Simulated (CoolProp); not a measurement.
Vapour-liquid equilibrium of isobutene (1) + acetone (2) at 0.864 bar; x and y are mole fractions of (1).

The numbers come from the multi-fluid Helmholtz-energy mixture model, Lemmon 2005 and Lemmon 2006; pair parameters Bell 2016 in CoolProp.

Give the bubble temperature and the first vapour's composition at x = 0.15, 0.45, 0.85. Is there an azeotrope?

x = 0.15: 286.0 K, y = 0.815; x = 0.45: 269.4 K, y = 0.935; x = 0.85: 264.5 K, y = 0.969. No azeotrope shows between x = 0.05 and 0.95.

Pair parameters are fitted to limited data, so mixtures are less certain than the pure fluids. With so large a gap from Raoult's law the liquid may split in two, which this calculation doesn't test in full.
